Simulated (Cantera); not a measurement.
Input: 1 mol SiC, 0.035 mol N2O, 14 mol N2, held at 1227 °C and 100 Torr.

Cantera equilibrium calculation (NASA polynomials, part measured and part estimated; ideal gas, pure solids and liquids). Candidate condensed phases: C, Si, SiC, SiO2, Si2N2O, Si3N4; 34 gas species. Mutual solubility and eutectic melting of coexisting phases are not modelled. Equilibrium is a limit: real reactors are often held back by kinetics, nucleation or transport.

Base state: N2 1.000, CO 0.000341 (mole fractions); condensed: C(graphite) + Si2N2O(s) + Si3N4(s).

Question: What changes in the equilibrium state with this change: temperature from 1227 °C to 1377 °C?

Answer: 
| species | before | after |
|---|---|---|
| N2 | 1.000 | 0.998 |
| CO | 0.000341 | 0.00165 |
| SiO | 4.60e-7 | 3.15e-5 |
| C(graphite), mol | 0.995 | 0 |
| Si2N2O(s), mol | 0.0304 | 0.0114 |
| Si3N4(s), mol | 0.313 | 0 |
| SiC(s), mol | 0 | 0.977 |

Question: What changes in the equilibrium state with this change: temperature from 1227 °C to 1877 °C?

Answer: 
| species | before | after |
|---|---|---|
| N2 | 1.000 | 0.996 |
| CO | 0.000341 | 0.00177 |
| Si | <1e-9 | 0.000868 |
| SiN | <1e-9 | 5.91e-5 |
| Si2C | <1e-9 | 4.27e-5 |
| Si2N | <1e-9 | 3.51e-5 |
| SiO | 4.60e-7 | 0.000717 |
| C(graphite), mol | 0.995 | 0 |
| Si2N2O(s), mol | 0.0304 | 0 |
| Si3N4(s), mol | 0.313 | 0 |
| SiC(s), mol | 0 | 0.974 |
The tables' values for SiN are old estimates; treat these amounts as uncertain.
